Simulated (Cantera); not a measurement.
Source: NASA polynomial tables (part measured, part estimated), evaluated in Cantera. Values are per mole of reaction as written; species without (g) are pure solids or liquids, kept so even where they would boil at 1 bar.

Q: Between 300 and 2998 K, where is each reaction favourable under standard conditions?
- 5 N2O(g) + 2 Nb = Nb2O5 + 10 N(g)

A: 
- 5 N2O(g) + 2 Nb = Nb2O5 + 10 N(g): ΔG° is 2270 kJ at 300 K and 572 kJ at 2998 K; it stays positive (K < 1). ΔH° is 2632 kJ and ΔS° 687 J/K at 2998 K.
